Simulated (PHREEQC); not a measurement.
Alkaline etch or developer (model solution)

A solution holds 0.004 mol/kgw NH3, 5.9e-06 mol/kgw H4SiO4 and 0.00015 mol/kgw K3PO4, at 20 °C. Closed to the air; pH follows from the charge balance.

All values are PHREEQC results (ion-association model, wateq4f.dat), not measurements.

This is a speciation only: nothing precipitates in the calculation.

Q: Estimate the pH, ionic strength.

A: pH 10.69; ionic strength 0.000808 mol/kgw.

Q: In which forms is N present?

A: NH3 95 %, NH4+ 5.0 % of the N.

H3PO4, which wateq4f.dat lacks, is added to it with the constant of phreeqc.dat.
